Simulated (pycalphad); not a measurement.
Source of the numbers: pycalphad with the COST 507 light-alloy database (1999); pressure 1 atm. No gas phase is included, though pure Mg would boil below 1377 °C. The data set is of 1999 and partly superseded. Diffusion is slow at the low end, where real alloys seldom reach equilibrium.

**Question.** How does the equilibrium phase assembly of Al-1.25Si-14.16Mg (at.%) change on cooling from 1377 °C to 77 °C?

**Answer.** 
```tsv
T (°C)	phases above	phases below
588.8	liquid	fcc + liquid
577.8	fcc + liquid	fcc + liquid + MG2SI
493.2	fcc + liquid + MG2SI	fcc + MG2SI
384.3	fcc + MG2SI	ALMG_BETA + fcc + MG2SI
```
Changes were sought between steps of 50 K, so a narrower field can be missed.

Database names, with the compositions (at.%) that they take in these runs: MG2SI: Mg 67 Si 33; ALMG_BETA: Al 61 Mg 39.
